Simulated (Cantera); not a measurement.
A closed system holds: 1 mol SiH₂Cl₂, 0.45 mol Cl₂, 790 mol H₂, held at 1648 K and 1.00 bar.

These are equilibrium values from Cantera (NASA tables, ideal gas, pure condensed phases), not measurements of a reactor. Candidate condensed phases: Si; 19 gas species. Rates play no part.

Base state: H₂ 0.996, HCl 0.00357, H 8.89e-5, SiCl₂ 4.53e-5 (mole fractions); condensed: Si(s).

What changes in the equilibrium state with this change: Cl₂ from 0.45 to 0.028 mol?


```
species      before    after
----------  -------  -------
H₂            0.996    0.997
HCl         0.00357  0.00255
H           8.89e-5  8.89e-5
SiCl₂       4.53e-5  2.31e-5
Si(s), mol    0.954    0.972
```
